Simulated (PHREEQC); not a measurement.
## Brackish or sea water

Synthetic water in mmol/kgw, 25 °C, pH 6.3:

```csv
constituent,mmol/kgw
Na,570
K,4.03
Ca,10.9
Mg,36.5
Cl,545
S(6),57.5
Alkalinity (meq/kgw),2.17e-07
Li,4.33
```

Valence states are taken as typed.

Equilibrium calculation in PHREEQC: Pitzer model, pitzer.dat.

Each row changes one thing in this solution. This is a speciation only: nothing precipitates in the calculation.

```csv
case,ionic strength (mol/kgw),HCO3- (mol/kgw),CO2 (mol/kgw),HSO4- (mol/kgw),MgOH+ (mol/kgw),CO3-2 (mol/kgw),SI of Gypsum (CaSO4:2H2O),SI of Halite (NaCl)
as made,0.771,9.49e-7,5.67e-7,3.74e-7,2.76e-8,5.86e-10,-0.39,-2.46
temperature from 25 to 60 °C at the same typed pH,0.771,9.66e-7,4.65e-7,1.02e-6,…,9.24e-10,-0.39,-2.51
Cl from 545 to 1640 mmol/kgw,1.32,6.28e-7,…,…,4.48e-8,7.62e-10,-0.34,-1.98
pH from 6.3 to 6.6 at the same alkalinity,0.771,3.78e-7,…,1.88e-7,5.52e-8,4.66e-10,-0.39,-2.46
```

Q: Complete the blanks.

A: 
- temperature from 25 to 60 °C at the same typed pH, MgOH+ (mol/kgw): 3.77e-7
- Cl from 545 to 1640 mmol/kgw, CO2 (mol/kgw): 3.76e-7
- Cl from 545 to 1640 mmol/kgw, HSO4- (mol/kgw): 2.32e-7
- pH from 6.3 to 6.6 at the same alkalinity, CO2 (mol/kgw): 1.13e-7

Species that the database lacks are ignored. Away from 25 °C the constants follow the database's enthalpies or fits; those with neither stay at their 25 °C values.
